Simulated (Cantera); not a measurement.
Mixture: CH4 : C2H6 : C3H8 : O2 : N2 : CO2 = 1 : 0.26 : 0.7 : 6.54 : 24.6 : 1.1 (molar parts), equivalence ratio 0.98, at 12.0 bar, adiabatic and at constant pressure. Ignition delay is the time to a rise of 400 K.

Computed with Cantera and GRI-Mech 3.0 (53 species, 325 reactions). GRI-Mech 3.0 was tuned for natural gas; its chemistry of propane as a main component is partial and can be far from experiment. The pressure lies above the range GRI-Mech 3.0 was tuned for (to about 10 atm).

Problem. What does this change do: pressure from 12.0 bar to 5.00 bar?

Solution. 
```
quantity                                                before       after
--------------------------------------------------  ----------  ----------
delay at 1200 K                                       0.670 ms     1.33 ms
delay at 1275 K                                       0.250 ms    0.456 ms
delay at 1350 K                                        98.2 µs    0.170 ms
delay at 1425 K                                        41.8 µs     70.9 µs
delay at 1500 K                                        19.7 µs     33.4 µs
delay at 1575 K                                        10.2 µs     17.6 µs
apparent activation energy between 1425 and 1575 K  180 kJ/mol  170 kJ/mol
```
